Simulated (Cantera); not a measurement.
**Ignition delay**

Mixture: 16.4 % CH₃OH, 17.5 % O₂, 66.1 % N₂, equivalence ratio 1.4, at 32000 Pa, adiabatic and at constant volume. Ignition delay is the time to a rise of 400 K.

Detailed kinetics in Cantera: GRI-Mech 3.0 (53 species, 325 reactions). GRI-Mech 3.0 was tuned for natural gas; its chemistry of methanol as a main component is partial and can be far from experiment.

```csv
T0 (K),delay (ms)
1300,5.37
1350,2.77
1400,1.51
1450,0.869
1500,0.524
1550,0.329
1600,0.215
1650,0.145
```

```yaml
apparent activation energy between 1550 and 1650 K: 170 kJ/mol
```
